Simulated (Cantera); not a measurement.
A closed system holds: 1 mol H2O, 0.21 mol O2, 0.13 mol H2, held at 725 °C and 10.0 mbar.

These are equilibrium values from Cantera (NASA tables, ideal gas, pure condensed phases), not measurements of a reactor. Candidate condensed phases: H2O; 9 gas species. Rates play no part.

### Question
What is the equilibrium state?

### Answer
```
Quantity        Value
----------  ---------
x(H2O)          0.886
x(O2)           0.114
gas amount  1.275 mol
```
